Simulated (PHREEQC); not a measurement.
A solution holds 0.166 mol/kgw KOH, at 20 °C. Closed to the air; pH follows from the charge balance.

Equilibrium calculation in PHREEQC: ion-association model, phreeqc.dat.

No solid was allowed to form.

Task: Estimate the pH, activity of water.

Result: pH 13.25; activity of water 0.994.
